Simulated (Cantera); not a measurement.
**SiF₄ + NH₃ (silicon nitride deposition)**

Feed: 1 mol SiF₄, a varied amount of NH₃, equilibrated at 1423 K and 73000 Pa.

Method: chemical equilibrium by Gibbs-energy minimisation in Cantera with the NASA 1993 tables (ideal gas, pure condensed phases). Candidate condensed phases: Si, Si₃N₄; 37 gas species. The tables' values for SiF₃, SiF₂ are old estimates; treat these amounts as uncertain. Equilibrium is a limit: real reactors are often held back by kinetics, nucleation or transport.

From 0.27 mol NH₃ to 2.9 mol NH₃ nothing is condensed. From 5.2 mol NH₃ to 30 mol NH₃ the condensed part is Si₃N₄(s). The main Si-bearing gas is SiF₄ throughout.

| n(NH₃) (mol) | x H₂ | x SiF₄ | x N₂ | x HF | x SiHF₃ | n Si₃N₄(s) |
|---|---|---|---|---|---|---|
| 0.27 | 0.255 | 0.639 | 0.0875 | 0.00931 | 0.00480 | 0 |
| 0.49 | 0.363 | 0.495 | 0.123 | 0.00939 | 0.00524 | 0 |
| 0.88 | 0.470 | 0.353 | 0.159 | 0.00880 | 0.00516 | 0 |
| 1.6 | 0.564 | 0.230 | 0.190 | 0.00766 | 0.00464 | 0 |
| 2.9 | 0.634 | 0.141 | 0.213 | 0.00630 | 0.00388 | 0 |
| 5.2 | 0.679 | 0.0828 | 0.228 | 0.00518 | 0.00298 | 0.000353 |
| 9.3 | 0.708 | 0.0475 | 0.237 | 0.00463 | 0.00199 | 0.00233 |
| 17 | 0.725 | 0.0260 | 0.242 | 0.00405 | 0.00128 | 0.00580 |
| 30 | 0.735 | 0.0145 | 0.245 | 0.00353 | 0.000829 | 0.0111 |
x: gas mole fraction; n: condensed amount in mol.
